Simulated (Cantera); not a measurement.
## Pyrogenic steam for wet oxidation

An isothermal, constant-pressure homogeneous reactor starts with 32.7 % H₂, 20.4 % O₂, 46.9 % N₂, at 1300 K and 0.330 bar.

Computed with Cantera and the H2/O2 subset of GRI-Mech 3.0, which has no nitrogen chemistry. The temperature is held fixed by assumption; the heat of reaction is taken as removed at once.

| t (s) | x H₂ | x O₂ | x H₂O₂ | x O | x H₂O | x HO₂ | x OH |
|---|---|---|---|---|---|---|---|
| 4.00e-5 | 0.325 | 0.204 | 1.01e-7 | 9.84e-5 | 0.000726 | 1.35e-5 | 6.39e-5 |
| 9.37e-5 | 0.0439 | 0.0770 | 3.86e-6 | 0.0225 | 0.247 | 3.38e-5 | 0.00964 |
| 0.000220 | 0.0203 | 0.0582 | 5.02e-6 | 0.00600 | 0.345 | 3.12e-5 | 0.00563 |
| 0.000514 | 0.00520 | 0.0504 | 3.60e-6 | 0.00115 | 0.381 | 2.39e-5 | 0.00245 |
| 0.00120 | 0.000947 | 0.0489 | 1.50e-6 | 0.000184 | 0.388 | 1.18e-5 | 0.000959 |
| 0.00282 | 0.000163 | 0.0487 | 5.06e-7 | 3.16e-5 | 0.390 | 3.26e-6 | 0.000403 |
| 0.00661 | 3.21e-5 | 0.0487 | 1.66e-7 | 6.94e-6 | 0.390 | 7.83e-7 | 0.000192 |
| 0.0155 | 7.99e-6 | 0.0488 | 5.84e-8 | 1.96e-6 | 0.390 | 2.18e-7 | 0.000102 |
| 0.0363 | 2.51e-6 | 0.0488 | 2.24e-8 | 6.65e-7 | 0.390 | 7.45e-8 | 5.95e-5 |
| 0.0850 | 9.48e-7 | 0.0488 | 9.41e-9 | 2.60e-7 | 0.390 | 3.31e-8 | 3.72e-5 |
| 0.199 | 4.41e-7 | 0.0488 | 4.56e-9 | 1.20e-7 | 0.390 | 2.14e-8 | 2.52e-5 |
| 0.467 | 2.92e-7 | 0.0488 | 2.98e-9 | 7.57e-8 | 0.390 | 1.90e-8 | 2.00e-5 |
| 1.09 | 2.69e-7 | 0.0488 | 2.72e-9 | 6.86e-8 | 0.390 | 1.88e-8 | 1.91e-5 |
| 2.56 | 2.69e-7 | 0.0488 | 2.72e-9 | 6.85e-8 | 0.390 | 1.88e-8 | 1.91e-5 |
| 6.00 | 2.69e-7 | 0.0488 | 2.72e-9 | 6.85e-8 | 0.390 | 1.88e-8 | 1.91e-5 |
x: mole fraction; the columns are a selection and need not sum to one.

Equilibrium at this temperature and pressure: H₂ 2.69e-7, O₂ 0.0488, H₂O₂ 2.72e-9, O 6.85e-8, H₂O 0.390, HO₂ 1.88e-8, OH 1.91e-5 (gas phase only).
